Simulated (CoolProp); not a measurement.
Vapour-liquid equilibrium of R152A (1) + isobutene (2) at -31.95 °C; x and y are mole fractions of (1).

Values from CoolProp's multi-fluid Helmholtz-energy mixture model, Outcalt 1996 and Lemmon 2005; pair parameters Bell 2016.

### Question
Give the bubble pressure and the first vapour's composition at x = 0.125, 0.275, 0.8. Is there an azeotrope?

### Answer
x = 0.125: 52.43 kPa, y = 0.417; x = 0.275: 63.60 kPa, y = 0.569; x = 0.8: 74.21 kPa, y = 0.799. y crosses x between x = 0.725 and 0.8: the model has an azeotrope there.

The pair parameters rest on a limited set of measurements; away from them the model extrapolates.
